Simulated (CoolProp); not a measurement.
Saturation properties of carbonyl sulfide (Tc = 378.8 K, pc = 6369 kPa, ω = 0.098).

Values from CoolProp's reference Helmholtz-energy equation of state, Lemmon 2006. It is a short technical equation, of lower accuracy than the large ones.

```csv
T (K),p (kPa),liquid density (kg/m³),vapour Z
185.1,11.58,1252,0.9941
188.9,15.06,1245,0.9928
192.8,19.47,1237,0.9913
196.6,24.74,1229,0.9896
200.4,31.11,1221,0.9878
204.3,38.96,1213,0.9856
208.1,48.07,1206,0.9833
211.9,58.80,1198,0.9807
```

It boils at 223.0 K under 1 atm.
